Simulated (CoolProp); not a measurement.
1,2-dichloroethane along the isotherm 500 K: Z from the reference equation and from simpler models built on Tc = 561.6 K, pc = 5.226 MPa, ω = 0.269; each cubic takes its own stable root.

Model: reference Helmholtz-energy equation of state, Thol 2015, in CoolProp.

```csv
p (MPa),phase,reference
1.63,gas,0.8142
3.27,liquid,0.08883
4.9,liquid,0.1312
6.53,liquid,0.1727
8.17,liquid,0.2138
9.8,liquid,0.2539
11.4,liquid,0.2928
13.1,liquid,0.3336
14.7,liquid,0.3716
16.3,liquid,0.4093
18,liquid,0.4489
19.6,liquid,0.4858
21.2,liquid,0.5225
22.9,liquid,0.5611
24.5,liquid,0.5972
26.1,liquid,0.6331
```

Problem. How far does each simpler model (van der Waals, Redlich-Kwong, Soave-Redlich-Kwong, Peng-Robinson) lie from the reference over these 16 states: mean and median of the absolute difference, and the worst?

Solution. 
- van der Waals: mean 54.3 %, median 54.8 %, worst +75.3 % at 500 K and 3.27 MPa
- Redlich-Kwong: mean 17.0 %, median 16.5 %, worst +27.1 % at 500 K and 3.27 MPa
- Soave-Redlich-Kwong: mean 13.9 %, median 13.9 %, worst +20.2 % at 500 K and 3.27 MPa
- Peng-Robinson: mean 2.0 %, median 1.3 %, worst +6.2 % at 500 K and 3.27 MPa
